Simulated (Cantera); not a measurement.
Premixed flame

A freely propagating, adiabatic, planar premixed flame of CO : H2 : O2 : N2 : CO2 = 1 : 0.055 : 0.776 : 2.48 : 0.85 (molar parts), unburnt at 623 K and 2.57 atm; mixture-averaged transport, grid criteria slope 0.08 and curve 0.16, no radiation.

Model: GRI-Mech 3.0 (53 species, 325 reactions), integrated in Cantera. The hydrogen kinetics of GRI-Mech 3.0 are dated; newer H2 mechanisms differ, most at raised pressure. Burning velocities carry a grid error of a few per cent, more on coarse grids.

| z (mm) | T (K) | u (m/s) | x CO | x H2 | x O2 | x HO2 | x CO2 | x N2O |
|---|---|---|---|---|---|---|---|---|
| -1.31 | 623 | 0.403 | 0.194 | 0.0104 | 0.150 | 1.28e-8 | 0.165 | <1e-8 |
| -0.873 | 623 | 0.403 | 0.194 | 0.00988 | 0.150 | 1.44e-7 | 0.165 | <1e-8 |
| -0.654 | 625 | 0.404 | 0.194 | 0.00920 | 0.151 | 7.94e-7 | 0.165 | <1e-8 |
| -0.436 | 635 | 0.410 | 0.193 | 0.00784 | 0.150 | 5.65e-6 | 0.166 | <1e-8 |
| -0.218 | 753 | 0.483 | 0.183 | 0.00497 | 0.145 | 8.46e-5 | 0.175 | 5.58e-8 |
| -0.109 | 1013 | 0.641 | 0.155 | 0.00284 | 0.131 | 0.000150 | 0.204 | 2.49e-7 |
| 0 | 1359 | 0.839 | 0.109 | 0.000909 | 0.106 | 5.96e-5 | 0.261 | 7.54e-7 |
| 0.109 | 1591 | 0.963 | 0.0720 | 0.000326 | 0.0861 | 3.03e-5 | 0.307 | 1.23e-6 |
| 0.218 | 1721 | 1.03 | 0.0524 | 0.000261 | 0.0765 | 1.95e-5 | 0.332 | 1.41e-6 |
| 0.436 | 1848 | 1.10 | 0.0353 | 0.000202 | 0.0689 | 1.03e-5 | 0.354 | 1.52e-6 |
| 0.873 | 1946 | 1.14 | 0.0225 | 0.000128 | 0.0635 | 4.85e-6 | 0.371 | 1.50e-6 |
| 1.75 | 2011 | 1.18 | 0.0134 | 7.49e-5 | 0.0596 | 2.28e-6 | 0.382 | 1.19e-6 |
| 3.49 | 2053 | 1.20 | 0.00734 | 4.09e-5 | 0.0570 | 1.15e-6 | 0.389 | 7.38e-7 |
x: mole fraction of selected species; z is measured from the peak of heat release.

laminar burning velocity: 40.3 cm/s
thermal thickness: 0.436 mm
peak x(HO2): 0.000167
grid points: 109
